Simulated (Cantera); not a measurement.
**Premixed flame**

A freely propagating, adiabatic, planar premixed flame of 5.63 % C3H8, 20.1 % O2, 74.3 % N2, unburnt at 600 K and 0.257 atm; mixture-averaged transport, grid criteria slope 0.08 and curve 0.16, no radiation.

Computed with Cantera and GRI-Mech 3.0 (53 species, 325 reactions). GRI-Mech 3.0 was tuned for natural gas; its chemistry of propane as a main component is partial and can be far from experiment. Burning velocities carry a grid error of a few per cent, more on coarse grids.

| z (mm) | T (K) | u (m/s) | x C3H8 | x O2 | x NO | x C2H | x CH3 | x H2 |
|---|---|---|---|---|---|---|---|---|
| -2.90 | 600 | 1.51 | 0.0561 | 0.200 | <1e-8 | <1e-8 | 5.12e-8 | 0.00274 |
| -1.93 | 602 | 1.52 | 0.0559 | 0.199 | 1.02e-8 | <1e-8 | 5.62e-7 | 0.00775 |
| -1.45 | 610 | 1.55 | 0.0555 | 0.197 | 5.00e-8 | <1e-8 | 2.81e-6 | 0.0137 |
| -0.966 | 669 | 1.73 | 0.0540 | 0.189 | 4.04e-7 | <1e-8 | 3.85e-5 | 0.0253 |
| -0.483 | 1048 | 2.83 | 0.0362 | 0.147 | 3.40e-6 | <1e-8 | 0.00153 | 0.0443 |
| -0.241 | 1434 | 4.05 | 0.0105 | 0.0993 | 7.93e-6 | 3.05e-7 | 0.00505 | 0.0535 |
| 0 | 1790 | 5.20 | 0.000339 | 0.0524 | 1.68e-5 | 7.04e-6 | 0.00365 | 0.0558 |
| 0.241 | 1987 | 5.82 | 9.14e-7 | 0.0238 | 3.12e-5 | 1.29e-5 | 0.00112 | 0.0521 |
| 0.483 | 2061 | 6.03 | <1e-8 | 0.0106 | 4.70e-5 | 5.72e-6 | 0.000265 | 0.0486 |
| 0.966 | 2094 | 6.11 | <1e-8 | 0.00322 | 6.84e-5 | 3.28e-7 | 1.03e-5 | 0.0471 |
| 1.93 | 2106 | 6.12 | <1e-8 | 0.00172 | 8.29e-5 | <1e-8 | 2.78e-8 | 0.0485 |
| 3.86 | 2118 | 6.15 | <1e-8 | 0.00149 | 8.88e-5 | <1e-8 | <1e-8 | 0.0491 |
| 7.72 | 2135 | 6.19 | <1e-8 | 0.00127 | 9.28e-5 | <1e-8 | <1e-8 | 0.0492 |
x: mole fraction of selected species; z is measured from the peak of heat release.

The laminar burning velocity is 151 cm/s, the thermal thickness is 0.966 mm and the peak x(C2H) is 1.33e-5. The peak x(CH3) is 0.00539. The peak x(H2) comes out as 0.0561 and the grid points comes out as 147.
